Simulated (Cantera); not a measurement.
A perfectly stirred reactor is fed with 4.36 % CH₄, 1.22 % CO, 19.8 % O₂, 74.6 % N₂, at 85000 Pa; it is adiabatic with a 575 K inlet, and is followed from long to short residence time, starting on the burning branch (τ in s: 0.15, 0.063, 0.026, 0.011, 0.0044, 0.0018, 0.00075, 0.00031, 0.00013, 5.3e-05, 2.2e-05, 9.1e-06).

Computed with Cantera and GRI-Mech 3.0 (53 species, 325 reactions).

x: mole fraction; the columns are a selection and need not sum to one.

| τ (s) | T (K) | x CH₄ | x CO | x O₂ | x HCN | x OH | x CH₂O |
|---|---|---|---|---|---|---|---|
| 0.15 | 1661 | 1.03e-5 | 0.000273 | 0.106 | (withheld) | 0.000760 | 9.82e-7 |
| 0.063 | 1657 | 1.78e-5 | 0.000491 | 0.106 | (withheld) | 0.000991 | 1.79e-6 |
| 0.026 | 1650 | 3.10e-5 | 0.000893 | 0.106 | (withheld) | 0.00129 | 3.30e-6 |
| 0.011 | 1640 | 5.36e-5 | 0.00159 | 0.106 | (withheld) | 0.00164 | 5.93e-6 |
| 0.0044 | 1622 | 9.80e-5 | 0.00296 | 0.106 | (withheld) | 0.00206 | 1.11e-5 |
| 0.0018 | 1591 | 0.000187 | 0.00542 | 0.107 | (withheld) | 0.00244 | 2.07e-5 |
| 0.00075 | 1539 | 0.000400 | 0.0100 | 0.110 | (withheld) | 0.00260 | 4.11e-5 |
| 0.00031 | 1410 | 0.00176 | 0.0226 | 0.120 | (withheld) | 0.00168 | 0.000137 |
| 0.00013 | 575 | 0.0436 | 0.0122 | 0.198 | <1e-12 | <1e-12 | <1e-12 |
| 5.3e-5 | 575 | 0.0436 | 0.0122 | 0.198 | <1e-12 | <1e-12 | <1e-12 |
| 2.2e-5 | 575 | 0.0436 | 0.0122 | 0.198 | <1e-12 | <1e-12 | <1e-12 |
| 9.1e-6 | 575 | 0.0436 | 0.0122 | 0.198 | <1e-12 | <1e-12 | <1e-12 |

**Question.** What belongs in the gaps?

**Answer.** 
- 0.15, x HCN: 1.42e-9
- 0.063, x HCN: 1.73e-9
- 0.026, x HCN: 2.15e-9
- 0.011, x HCN: 2.91e-9
- 0.0044, x HCN: 4.66e-9
- 0.0018, x HCN: 8.19e-9
- 0.00075, x HCN: 1.47e-8
- 0.00031, x HCN: 2.73e-8
